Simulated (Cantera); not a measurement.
## Stirred combustor or abatement burner

A perfectly stirred reactor is fed with 7.79 % CH4, 0.241 % C2H6, 19.3 % O2, 72.7 % N2, equivalence ratio 0.85, at 1.00 bar; it is adiabatic with a 773 K inlet, and is followed from long to short residence time, starting on the burning branch (τ in s: 0.32, 0.13, 0.049, 0.019, 0.0076, 0.003, 0.0012, 0.00046, 0.00018, 7e-05, 2.7e-05).

Cantera simulation using GRI-Mech 3.0 (53 species, 325 reactions); the numbers are that mechanism's predictions, not measurements.

```json
[
 {"τ (s)": "0.32", "T (K)": "2349", "x CH4": "4.38e-7", "x C2H6": "1.72e-9", "x O2": "0.0288", "x H2O2": "1.31e-7", "x CO2": "0.0749"},
 {"τ (s)": "0.13", "T (K)": "2348", "x CH4": "1.05e-6", "x C2H6": "4.19e-9", "x O2": "0.0293", "x H2O2": "1.32e-7", "x CO2": "0.0747"},
 {"τ (s)": "0.049", "T (K)": "2346", "x CH4": "2.65e-6", "x C2H6": "1.09e-8", "x O2": "0.0301", "x H2O2": "1.33e-7", "x CO2": "0.0743"},
 {"τ (s)": "0.019", "T (K)": "2336", "x CH4": "6.25e-6", "x C2H6": "2.76e-8", "x O2": "0.0312", "x H2O2": "1.32e-7", "x CO2": "0.0733"},
 {"τ (s)": "0.0076", "T (K)": "2313", "x CH4": "1.35e-5", "x C2H6": "6.72e-8", "x O2": "0.0325", "x H2O2": "1.32e-7", "x CO2": "0.0714"},
 {"τ (s)": "0.0030", "T (K)": "2270", "x CH4": "2.76e-5", "x C2H6": "1.62e-7", "x O2": "0.0343", "x H2O2": "1.40e-7", "x CO2": "0.0682"},
 {"τ (s)": "0.0012", "T (K)": "2206", "x CH4": "5.52e-5", "x C2H6": "3.75e-7", "x O2": "0.0367", "x H2O2": "1.66e-7", "x CO2": "0.0639"},
 {"τ (s)": "0.00046", "T (K)": "2125", "x CH4": "0.000119", "x C2H6": "8.96e-7", "x O2": "0.0396", "x H2O2": "2.15e-7", "x CO2": "0.0587"},
 {"τ (s)": "0.00018", "T (K)": "2039", "x CH4": "0.000279", "x C2H6": "2.19e-6", "x O2": "0.0434", "x H2O2": "2.89e-7", "x CO2": "0.0529"},
 {"τ (s)": "7.0e-5", "T (K)": "1947", "x CH4": "0.000775", "x C2H6": "6.20e-6", "x O2": "0.0497", "x H2O2": "3.97e-7", "x CO2": "0.0443"},
 {"τ (s)": "2.7e-5", "T (K)": "773", "x CH4": "0.0779", "x C2H6": "0.00241", "x O2": "0.193", "x H2O2": "<1e-12", "x CO2": "<1e-12"}
]
```
x: mole fraction; the columns are a selection and need not sum to one.
